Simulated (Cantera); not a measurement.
A closed system holds: 1 mol SiH2Cl2, 0.72 mol C2H4, 2.5 mol H2, 0.00026 mol CH4, held at 6.30 mbar.

Method: chemical equilibrium by Gibbs-energy minimisation in Cantera with the NASA 1993 tables (ideal gas, pure condensed phases). Candidate condensed phases: C, C6H6, C7H8, C8H18, Si, SiC; 109 gas species. Gases not in the tables: Si2H6 and higher silanes. The numbers say what is thermodynamically allowed, not how fast it happens.

### Question
What share of the Si ends up in condensed phases as a function of T (K), at 1848, 1873, 1898, 1923, 1948, 1973, 1998, 2023, 2048, 2073, 2098, 2123?

### Answer
```json
[
 {"T (K)": "1848", "Si condensed (%)": "92.6", "as": "SiC(s)"},
 {"T (K)": "1873", "Si condensed (%)": "92.1", "as": "SiC(s)"},
 {"T (K)": "1898", "Si condensed (%)": "91.6", "as": "SiC(s)"},
 {"T (K)": "1923", "Si condensed (%)": "91.1", "as": "SiC(s)"},
 {"T (K)": "1948", "Si condensed (%)": "90.5", "as": "SiC(s)"},
 {"T (K)": "1973", "Si condensed (%)": "90.0", "as": "SiC(s)"},
 {"T (K)": "1998", "Si condensed (%)": "89.4", "as": "SiC(s)"},
 {"T (K)": "2023", "Si condensed (%)": "88.7", "as": "SiC(s)"},
 {"T (K)": "2048", "Si condensed (%)": "88.0", "as": "SiC(s)"},
 {"T (K)": "2073", "Si condensed (%)": "87.2", "as": "SiC(s)"},
 {"T (K)": "2098", "Si condensed (%)": "86.3", "as": "SiC(s)"},
 {"T (K)": "2123", "Si condensed (%)": "85.3", "as": "SiC(s)"}
]
```
